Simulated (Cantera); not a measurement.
# Thermodynamics of silicon carbide growth, feed Si(CH₃)₄ + C₃H₈ + H₂

Charge: 1 mol Si(CH₃)₄, 0.3 mol C₃H₈, 5.1 mol H₂, equilibrated at 1.90 mbar.

Method: chemical equilibrium by Gibbs-energy minimisation in Cantera with the NASA 1993 tables (ideal gas, pure condensed phases). Candidate condensed phases: C, C₆H₆, C₇H₈, C₈H₁₈, Si, SiC; 87 gas species. Gases not in the tables: Si₂H₆ and higher silanes. The numbers say what is thermodynamically allowed, not how fast it happens.

From 1598 K to 2273 K the condensed part is C(graphite) + SiC(s). From 2348 K to 2573 K the condensed part is C(graphite). The main Si-bearing gas is Si throughout.

```json
[
 {"T (K)": "1598", "x H₂": "0.999", "x H": "0.00122", "x Si": "5.14e-7", "x SiC₂": "1.97e-9", "x C₂H₂ (acetylene)": "2.69e-5", "x Si₂C": "1.61e-9", "x C₃": "<1e-12", "n C(graphite)": "3.90", "n SiC(s)": "1.000"},
 {"T (K)": "1673", "x H₂": "0.997", "x H": "0.00261", "x Si": "2.94e-6", "x SiC₂": "1.92e-8", "x C₂H₂ (acetylene)": "5.68e-5", "x Si₂C": "1.50e-8", "x C₃": "<1e-12", "n C(graphite)": "3.90", "n SiC(s)": "1.000"},
 {"T (K)": "1748", "x H₂": "0.995", "x H": "0.00523", "x Si": "1.44e-5", "x SiC₂": "1.54e-7", "x C₂H₂ (acetylene)": "0.000112", "x Si₂C": "1.15e-7", "x C₃": "1.17e-11", "n C(graphite)": "3.90", "n SiC(s)": "1.000"},
 {"T (K)": "1823", "x H₂": "0.990", "x H": "0.00989", "x Si": "6.22e-5", "x SiC₂": "1.03e-6", "x C₂H₂ (acetylene)": "0.000209", "x Si₂C": "7.45e-7", "x C₃": "1.21e-10", "n C(graphite)": "3.90", "n SiC(s)": "0.999"},
 {"T (K)": "1898", "x H₂": "0.982", "x H": "0.0178", "x Si": "0.000238", "x SiC₂": "5.96e-6", "x C₂H₂ (acetylene)": "0.000369", "x Si₂C": "4.14e-6", "x C₃": "1.03e-9", "n C(graphite)": "3.89", "n SiC(s)": "0.997"},
 {"T (K)": "1973", "x H₂": "0.968", "x H": "0.0305", "x Si": "0.000823", "x SiC₂": "3.00e-5", "x C₂H₂ (acetylene)": "0.000620", "x Si₂C": "2.01e-5", "x C₃": "7.43e-9", "n C(graphite)": "3.90", "n SiC(s)": "0.988"},
 {"T (K)": "2048", "x H₂": "0.946", "x H": "0.0500", "x Si": "0.00259", "x SiC₂": "0.000134", "x C₂H₂ (acetylene)": "0.000992", "x Si₂C": "8.66e-5", "x C₃": "4.63e-8", "n C(graphite)": "3.91", "n SiC(s)": "0.962"},
 {"T (K)": "2123", "x H₂": "0.911", "x H": "0.0786", "x Si": "0.00753", "x SiC₂": "0.000534", "x C₂H₂ (acetylene)": "0.00151", "x Si₂C": "0.000336", "x C₃": "2.52e-7", "n C(graphite)": "3.96", "n SiC(s)": "0.885"},
 {"T (K)": "2198", "x H₂": "0.856", "x H": "0.118", "x Si": "0.0203", "x SiC₂": "0.00194", "x C₂H₂ (acetylene)": "0.00217", "x Si₂C": "0.00118", "x C₃": "1.22e-6", "n C(graphite)": "4.11", "n SiC(s)": "0.664"},
 {"T (K)": "2273", "x H₂": "0.766", "x H": "0.169", "x Si": "0.0512", "x SiC₂": "0.00643", "x C₂H₂ (acetylene)": "0.00289", "x Si₂C": "0.00382", "x C₃": "5.31e-6", "n C(graphite)": "4.53", "n SiC(s)": "0.0436"},
 {"T (K)": "2348", "x H₂": "0.696", "x H": "0.236", "x Si": "0.0528", "x SiC₂": "0.00857", "x C₂H₂ (acetylene)": "0.00380", "x Si₂C": "0.00215", "x C₃": "2.10e-5", "n C(graphite)": "4.49", "n SiC(s)": "0"},
 {"T (K)": "2423", "x H₂": "0.614", "x H": "0.319", "x Si": "0.0502", "x SiC₂": "0.0103", "x C₂H₂ (acetylene)": "0.00475", "x Si₂C": "0.00107", "x C₃": "7.59e-5", "n C(graphite)": "4.40", "n SiC(s)": "0"},
 {"T (K)": "2498", "x H₂": "0.522", "x H": "0.413", "x Si": "0.0463", "x SiC₂": "0.0119", "x C₂H₂ (acetylene)": "0.00560", "x Si₂C": "0.000519", "x C₃": "0.000254", "n C(graphite)": "4.28", "n SiC(s)": "0"},
 {"T (K)": "2573", "x H₂": "0.424", "x H": "0.513", "x Si": "0.0417", "x SiC₂": "0.0133", "x C₂H₂ (acetylene)": "0.00618", "x Si₂C": "0.000249", "x C₃": "0.000788", "n C(graphite)": "4.12", "n SiC(s)": "0"}
]
```
x: gas mole fraction; n: condensed amount in mol.
